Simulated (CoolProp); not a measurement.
p-xylene along the isobar 0.948 MPa: density (kg/m³) from the reference equation and from simpler models built on Tc = 616.2 K, pc = 3.532 MPa, ω = 0.324; each cubic takes its own stable root.

Model: reference Helmholtz-energy equation of state, Zhou 2012, in CoolProp.

```json
[
 {"T (K)": "328.4", "phase": "liquid", "reference": "831.1"},
 {"T (K)": "351.1", "phase": "liquid", "reference": "810.9"},
 {"T (K)": "373.9", "phase": "liquid", "reference": "790.2"},
 {"T (K)": "396.6", "phase": "liquid", "reference": "768.9"},
 {"T (K)": "419.4", "phase": "liquid", "reference": "746.5"},
 {"T (K)": "442.2", "phase": "liquid", "reference": "723.0"},
 {"T (K)": "464.9", "phase": "liquid", "reference": "698.0"},
 {"T (K)": "487.7", "phase": "liquid", "reference": "670.7"},
 {"T (K)": "510.4", "phase": "liquid", "reference": "640.5"},
 {"T (K)": "533.2", "phase": "gas", "reference": "28.14"},
 {"T (K)": "555.9", "phase": "gas", "reference": "25.94"}
]
```

Question: How far does each simpler model (Redlich-Kwong, Peng-Robinson) lie from the reference over these 11 states: mean and median of the absolute difference, and the worst?

Answer: 
- Redlich-Kwong: mean 21.7 %, median 16.5 %, worst -95.5 % at 510.4 K and 0.948 MPa
- Peng-Robinson: mean 1.9 %, median 1.6 %, worst -3.8 % at 510.4 K and 0.948 MPa

At some of these states Redlich-Kwong gives the other phase, because its saturation line lies elsewhere.
